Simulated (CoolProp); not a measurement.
The fluid at 298.15 K and 1.67 MPa is throttled through a valve to 0.442 MPa with no heat exchange. The same conditions are run with several fluids, on thermodynamics alone (safety and materials aside).

Computed with CoolProp (reference Helmholtz-energy equation of state of each fluid (R114: Platzer 1990; o-xylene: Zhou 2012; R236EA: Rui 2013; n-heptane: Span 2003; n-pentane: Thol 2019)). The equations of Platzer and Polt are older, rougher fits.

```json
[
 {"fluid": "R114", "temperature change (K)": "+0.3", "final density (kg/m³)": "1450"},
 {"fluid": "o-xylene", "temperature change (K)": "+0.6", "final density (kg/m³)": "876"},
 {"fluid": "R236EA", "temperature change (K)": "+0.2", "final density (kg/m³)": "1430"},
 {"fluid": "n-heptane", "temperature change (K)": "+0.5", "final density (kg/m³)": "680"},
 {"fluid": "n-pentane", "temperature change (K)": "+0.4", "final density (kg/m³)": "621"}
]
```
